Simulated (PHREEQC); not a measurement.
A solution holds 0.013 mol Fe2(SO4)3, 0.0086 mol FeCl3, 0.0015 mol Mn(NO3)2 and 0.00035 mol K2CO3 per kg of water, at 20 °C. Closed to the air; pH follows from the charge balance.

All values are PHREEQC results (ion-association model, phreeqc.dat), not measurements.

No solid was allowed to form.

Q: Order these S species by the share of S that they hold, largest first: SO4-2, HSO4-, FeSO4+, FeHSO4+2, Fe(SO4)2-.

A: FeSO4+ (61 %), SO4-2 (24 %), Fe(SO4)2- (10.0 %), HSO4- (2.9 %), FeHSO4+2 (0.90 %)

The pH is 2.56 and the ionic strength 0.0801 mol/kgw. Saturation is exceeded, for instance for Jarosite-K, Hematite (slow to form); the values hold only as long as no solid forms. Species that the database lacks are ignored.
